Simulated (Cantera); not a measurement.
A freely propagating, adiabatic, planar premixed flame of H₂ : O₂ : N₂ : H₂O = 1 : 0.333 : 1.25 : 0.076 (molar parts), equivalence ratio 1.5, unburnt at 373 K and 195 Torr; unity-Lewis-number transport, grid criteria slope 0.08 and curve 0.16, no radiation.

Computed with Cantera and the H2/O2 subset of GRI-Mech 3.0, which has no nitrogen chemistry. Unity Lewis numbers drop preferential diffusion, which matters most where H2 and H carry the flame. Burning velocities carry a grid error of a few per cent, more on coarse grids.

Question: Predict: laminar burning velocity; thermal thickness; peak x(HO₂); peak x(OH); peak x(H₂O₂).

Answer: 
```json
{
  "laminar_burning_velocity": "210 cm/s",
  "thermal_thickness": "1.76 mm",
  "peak x(HO₂)": "0.000150",
  "peak x(OH)": "0.00851",
  "peak x(H₂O₂)": "1.20e-5"
}
```
